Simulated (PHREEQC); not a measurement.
## Sulfide liquor

Solution (16 °C): 0.047 mol H2S and 0.066 mol NaOH per kg of water. Closed to the air; pH follows from the charge balance.

Equilibrium calculation in PHREEQC: ion-association model, phreeqc.dat.

```yaml
pH: 12.24
ionic_strength: 0.0741 mol/kgw
specific_conductance: 5980 µS/cm
density: 1.002 g/cm³
total_alkalinity: 66.0 meq/kg
```

| species | molality | activity | log γ |
|---|---|---|---|
| Na+ | 0.0660 | 0.0531 | -0.094 |
| HS- | 0.0389 | 0.0306 | -0.104 |
| OH- | 0.0109 | 0.00855 | -0.104 |
| S-2 | 0.00813 | 0.00340 | -0.379 |
| H2S | 2.03e-7 | 2.06e-7 | 0.007 |

Precipitation was switched off in this run. With this much S-2 the pH rests on the database's HS-/S-2 constant; if that pK is higher, the solution is more alkaline. The database's pK near 12.9 for HS-/S-2 is now thought far too low, so its S-2 is overstated.
